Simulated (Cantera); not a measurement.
Feed: 1 mol FeS, a varied amount of H2, 0.24 mol H2O, at 1202 °C and 0.000590 bar.

Cantera equilibrium calculation (NASA polynomials, part measured and part estimated; ideal gas, pure solids and liquids). Candidate condensed phases: Fe, FeO, Fe(OH)2, Fe(OH)3, FeS, FeSO4, FeS2, Fe2O3, Fe2(SO4)3, Fe3O4, H2O, H2SO4, S; 22 gas species. Rates play no part.

Q: At 45 mol H2, list the 6 most abundant gas species with their mole fractions, and the condensed phases.

A: H2 0.979, H2S 0.00783, S2 0.00642, H2O 0.00526, SH 0.00116, H 0.000528. Condensed: Fe(γ).
